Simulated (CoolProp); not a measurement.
Vapour pressure (MPa) of isobutane: the reference equation beside estimates from Tc = 407.8 K, pc = 3.629 MPa, ω = 0.184.

The numbers come from the reference Helmholtz-energy equation of state, Bücker 2006 in CoolProp.

```csv
T (K),reference,Lee-Kesler,van der Waals,Redlich-Kwong,Peng-Robinson
243.2,0.04673,0.04596,0.3043,0.06968,0.04728
253.2,0.07263,0.07178,0.3830,0.1055,0.07307
263.3,[?],0.1083,0.4753,0.1542,0.1093
273.3,0.1578,0.1572,[?],0.2173,0.1576
283.4,0.2224,0.2223,0.7009,0.2984,0.2218
293.4,0.3045,0.3050,0.8354,0.3982,0.3034
303.5,0.4087,0.4100,[?],0.5213,0.4071
313.5,0.5361,0.5380,1.154,0.6675,[?]
323.6,0.6925,0.6950,1.340,0.8420,0.6905
333.6,0.8782,0.8809,1.541,1.044,0.8767
343.7,1.101,1.103,1.763,1.278,1.100
353.7,1.359,1.361,2.001,1.544,1.361
```

Fill in the missing entries.


- 263.3, reference: 0.1091
- 273.3, van der Waals: 0.5803
- 303.5, van der Waals: 0.9872
- 313.5, Peng-Robinson: 0.5341

Absolute difference from the reference over all 12 rows, mean and median: Lee-Kesler 0.5 and 0.3 %, van der Waals 208.7 and 157.9 %, Redlich-Kwong 30.0 and 29.2 %, Peng-Robinson 0.3 and 0.3 %.
